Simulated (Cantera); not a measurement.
CuF2 + H2 + N2 (halide evaporation, hydrolysis and transport)

Charge: 1 mol CuF2, 0.31 mol H2, 0.16 mol N2, held at 1.00 Torr.

Equilibrium computed with Cantera from the NASA thermochemical tables; the gas is ideal and each condensed phase is pure. Candidate condensed phases: Cu, CuF2; 25 gas species. Kinetics and transport are ignored.

From 1498 K to 2098 K nothing is condensed. The main Cu-bearing gas is CuF throughout.

```json
[
 {"T (K)": "1498", "x CuF": "0.350", "x HF": "0.347", "x CuF2": "0.211", "x F": "0.00240", "x N2": "0.0897", "x Cu": "3.26e-5", "x H": "8.69e-10"},
 {"T (K)": "1573", "x CuF": "0.354", "x HF": "0.345", "x CuF2": "0.203", "x F": "0.00833", "x N2": "0.0891", "x Cu": "5.04e-5", "x H": "2.33e-9"},
 {"T (K)": "1648", "x CuF": "0.364", "x HF": "0.340", "x CuF2": "0.185", "x F": "0.0238", "x N2": "0.0877", "x Cu": "8.29e-5", "x H": "6.17e-9"},
 {"T (K)": "1723", "x CuF": "0.383", "x HF": "0.330", "x CuF2": "0.149", "x F": "0.0533", "x N2": "0.0851", "x Cu": "0.000156", "x H": "1.72e-8"},
 {"T (K)": "1798", "x CuF": "0.407", "x HF": "0.316", "x CuF2": "0.102", "x F": "0.0918", "x N2": "0.0816", "x Cu": "0.000344", "x H": "5.29e-8"},
 {"T (K)": "1873", "x CuF": "0.429", "x HF": "0.304", "x CuF2": "0.0604", "x F": "0.127", "x N2": "0.0785", "x Cu": "0.000847", "x H": "1.78e-7"},
 {"T (K)": "1948", "x CuF": "0.443", "x HF": "0.296", "x CuF2": "0.0322", "x F": "0.151", "x N2": "0.0763", "x Cu": "0.00216", "x H": "6.20e-7"},
 {"T (K)": "2023", "x CuF": "0.446", "x HF": "0.290", "x CuF2": "0.0165", "x F": "0.167", "x N2": "0.0749", "x Cu": "0.00538", "x H": "2.12e-6"},
 {"T (K)": "2098", "x CuF": "0.440", "x HF": "0.286", "x CuF2": "0.00855", "x F": "0.179", "x N2": "0.0738", "x Cu": "0.0125", "x H": "6.81e-6"}
]
```
x: gas mole fraction; nothing condenses.
